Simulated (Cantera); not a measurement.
Mixture: H₂ : O₂ : N₂ : H₂O = 1 : 1.11 : 4.18 : 0.54 (molar parts), at 230000 Pa, adiabatic and at constant pressure. Ignition delay is the time to a rise of 400 K.

Detailed kinetics in Cantera: GRI-Mech 3.0 (53 species, 325 reactions). The hydrogen kinetics of GRI-Mech 3.0 are dated; newer H2 mechanisms differ, most at raised pressure. Where the delays flatten at high temperature, the 400 K rule measures the pace of heat release, not the induction time.

Question: What does this change do: constant volume in place of constant pressure?

Answer: 
| quantity | before | after |
|---|---|---|
| delay at 1175 K | 47.7 µs | 45.9 µs |
| delay at 1275 K | 20.4 µs | 19.2 µs |
| delay at 1375 K | 12.9 µs | 11.8 µs |
| delay at 1475 K | 9.69 µs | 8.50 µs |

Question: What does this change do: H2O 0.54 to 0.25 parts?

Answer: 
```csv
quantity,before,after
delay at 1175 K,47.7 µs,36.3 µs
delay at 1275 K,20.4 µs,18.2 µs
delay at 1375 K,12.9 µs,12.0 µs
delay at 1475 K,9.69 µs,9.24 µs
```
